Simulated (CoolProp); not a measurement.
m-xylene along the isobar 167 kPa: density (kg/m³) from the reference equation and from simpler models built on Tc = 343.7 °C, pc = 3535 kPa, ω = 0.326; each cubic takes its own stable root.

Values from CoolProp's reference Helmholtz-energy equation of state, Zhou 2012.

| T (°C) | phase | reference |
|---|---|---|
| -9.55 | liquid | 889.3 |
| 13.85 | liquid | 869.5 |
| 37.35 | liquid | 849.3 |
| 60.75 | liquid | 828.8 |
| 84.25 | liquid | 807.6 |
| 107.65 | liquid | 785.9 |
| 131.15 | liquid | 763.3 |
| 154.55 | liquid | 739.6 |
| 178.05 | gas | 4.984 |
| 201.45 | gas | 4.694 |
| 224.95 | gas | 4.441 |
| 248.35 | gas | 4.218 |
| 271.85 | gas | 4.019 |
| 295.25 | gas | 3.839 |
| 318.75 | gas | 3.676 |

How far does each simpler model (van der Waals, Redlich-Kwong, Soave-Redlich-Kwong, Peng-Robinson) lie from the reference over these 15 states: mean and median of the absolute difference, and the worst?


- van der Waals: mean 38.6 %, median 43.5 %, worst -99.3 % at 154.55 °C and 167 kPa
- Redlich-Kwong: mean 20.1 %, median 16.3 %, worst -99.3 % at 154.55 °C and 167 kPa
- Soave-Redlich-Kwong: mean 7.4 %, median 13.1 %, worst -14.8 % at -9.55 °C and 167 kPa
- Peng-Robinson: mean 1.5 %, median 1.8 %, worst -4.4 % at -9.55 °C and 167 kPa

At some of these states van der Waals, Redlich-Kwong gives the other phase, because its saturation line lies elsewhere.
